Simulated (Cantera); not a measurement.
**Premixed flame**

A freely propagating, adiabatic, planar premixed flame of CH4 : O2 : N2 : H2 = 1 : 1.82 : 5.27 : 0.13 (molar parts), equivalence ratio 1.1, unburnt at 523 K and 5.00 bar; mixture-averaged transport, grid criteria slope 0.08 and curve 0.16, no radiation.

Model: GRI-Mech 3.0 (53 species, 325 reactions), integrated in Cantera. Burning velocities carry a grid error of a few per cent, more on coarse grids.

```csv
z (mm),T (K),u (m/s),x CH4,x O2,x HO2,x C2H4,x H,x CH2CO
-0.220,523,0.966,0.122,0.221,8.54e-8,1.97e-8,<1e-8,<1e-8
-0.146,526,0.972,0.121,0.221,1.15e-6,3.62e-7,<1e-8,2.28e-8
-0.110,536,0.994,0.120,0.220,6.52e-6,2.71e-6,<1e-8,2.11e-7
-0.0732,620,1.16,0.114,0.213,5.87e-5,3.78e-5,4.01e-8,4.15e-6
-0.0366,1122,2.13,0.0793,0.169,0.000291,0.000487,5.61e-5,8.55e-5
-0.0183,1606,3.08,0.0434,0.117,0.000304,0.00102,0.000562,0.000244
0,2046,3.97,0.0109,0.0601,0.000130,0.000620,0.00304,0.000235
0.0183,2250,4.36,0.000980,0.0266,2.85e-5,4.19e-5,0.00628,4.49e-5
0.0366,2318,4.48,4.91e-5,0.0145,1.25e-5,6.09e-7,0.00748,3.07e-6
0.0732,2386,4.58,1.44e-7,0.00855,7.37e-6,<1e-8,0.00690,<1e-8
0.146,2458,4.70,<1e-8,0.00569,4.44e-6,<1e-8,0.00514,<1e-8
0.293,2519,4.80,<1e-8,0.00359,2.48e-6,<1e-8,0.00354,<1e-8
0.586,2556,4.86,<1e-8,0.00232,1.47e-6,<1e-8,0.00260,<1e-8
```
x: mole fraction of selected species; z is measured from the peak of heat release.

laminar burning velocity: 96.5 cm/s
thermal thickness: 0.0732 mm
peak x(HO2): 0.000315
peak x(C2H4): 0.00108
peak x(H): 0.00753
peak x(CH2CO): 0.000293
